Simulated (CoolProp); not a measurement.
The fluoroketone C6F12O (FK-5-1-12) along the isotherm -6.25 °C: density (kg/m³) from the reference equation and from simpler models built on Tc = 168.7 °C, pc = 1.869 MPa, ω = 0.471; each cubic takes its own stable root.

Model: reference Helmholtz-energy equation of state, McLinden 2015, in CoolProp.

```json
[
 {"p (MPa)": "0.425", "phase": "liquid", "reference": "1694"},
 {"p (MPa)": "0.85", "phase": "liquid", "reference": "1696"},
 {"p (MPa)": "1.27", "phase": "liquid", "reference": "1697"},
 {"p (MPa)": "1.7", "phase": "liquid", "reference": "1699"},
 {"p (MPa)": "2.12", "phase": "liquid", "reference": "1700"},
 {"p (MPa)": "2.55", "phase": "liquid", "reference": "1701"},
 {"p (MPa)": "2.97", "phase": "liquid", "reference": "1703"},
 {"p (MPa)": "3.4", "phase": "liquid", "reference": "1704"},
 {"p (MPa)": "3.82", "phase": "liquid", "reference": "1705"},
 {"p (MPa)": "4.25", "phase": "liquid", "reference": "1707"},
 {"p (MPa)": "4.67", "phase": "liquid", "reference": "1708"}
]
```

**Question.** How far does each simpler model (van der Waals, Soave-Redlich-Kwong, Peng-Robinson) lie from the reference over these 11 states: mean and median of the absolute difference, and the worst?

**Answer.** 
- van der Waals: mean 40.3 %, median 40.2 %, worst -41.4 % at -6.25 °C and 0.425 MPa
- Soave-Redlich-Kwong: mean 8.6 %, median 8.5 %, worst -8.8 % at -6.25 °C and 0.425 MPa
- Peng-Robinson: mean 2.9 %, median 2.9 %, worst +3.0 % at -6.25 °C and 4.67 MPa
